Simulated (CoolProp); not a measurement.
Properties of oxygen at several states.

Model: reference Helmholtz-energy equation of state, Schmidt 1985, in CoolProp. Above 300 K oxygen's equation is extrapolated.

| T (K) | p (kPa) | phase | density (kg/m³) | speed of sound (m/s) | expansivity (1/kK) | fugacity coefficient |
|---|---|---|---|---|---|---|
| 182.8 | 90.9 | gas | 1.921 | 257.4 | 5.532 | 0.9964 |
| 95.3 | 51.8 | gas | 2.121 | 184.9 | 10.90 | 0.9865 |
| 875.8 | 13600 | supercritical | 57.59 | 572.4 | 1.127 | 1.038 |
| 373.1 | 2710 | gas | 28.03 | 369.5 | 2.794 | 0.9971 |
| 93.9 | 2420 | liquid | 1128 | 885.5 | 4.414 | 0.06332 |
